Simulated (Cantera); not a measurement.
# Diamond growth

A diamond (100) surface in a fixed gas of H2 with x(CH4) = 0.011, x(H) = 0.00048, x(CH3) = 0.00015, 8400 Pa; coverages are run to steady state.

Model: the Harris–Goodwin 1993 mechanism for the reconstructed diamond (100) surface, integrated in Cantera.

```tsv
T (K)	growth (µm/h)	θ c6HH	θ c6H*	θ c6*H	θ c6**	θ c6HM
900	2.85	0.531	0.00792	0.222	0.00292	0.190
950	3.72	0.522	0.0112	0.266	0.00453	0.150
1000	4.25	0.517	0.0153	0.313	0.00663	0.108
1050	3.84	0.516	0.0202	0.362	0.00921	0.0638
1100	2.65	0.512	0.0256	0.406	0.0120	0.0286
1150	1.61	0.500	0.0308	0.436	0.0145	0.0105
1200	1.07	0.486	0.0355	0.454	0.0165	0.00357
1250	0.857	0.476	0.0397	0.463	0.0179	0.00121
1300	0.745	0.470	0.0435	0.465	0.0188	0.000420
1350	0.583	0.471	0.0468	0.462	0.0193	0.000149
1400	0.360	0.476	0.0497	0.455	0.0193	5.47e-5
```
θ: site fractions in the mechanism's names (c6HH fully hydrogenated, c6H* and c6*H radical sites, c6** diradical, c6HM methylated).
